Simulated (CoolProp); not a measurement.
A Linde-Hampson liquefier for oxygen: isothermal reversible compression at 300 K from 1 atm to 30 MPa, throttling to 1 atm, return gas leaving the recuperator 2 K below the feed. Each further row changes one setting.

Model: reference Helmholtz-energy equation of state, Schmidt 1985, in CoolProp.

| case | liquid yield per pass | compression work (kJ/kg of gas) |
|---|---|---|
| as stated | ? | 435 |
| high pressure 60 MPa | 0.161 | 494 |
| warm-end temperature 330 K | ? | ? |
| warm-end gap 7 K | ? | 435 |

### Question
Some entries are withheld; supply them.

### Answer

- as stated, liquid yield per pass: 0.133
- warm-end temperature 330 K, liquid yield per pass: 0.101
- warm-end temperature 330 K, compression work (kJ/kg of gas): 484
- warm-end gap 7 K, liquid yield per pass: 0.123

Above 300 K oxygen's equation is extrapolated.
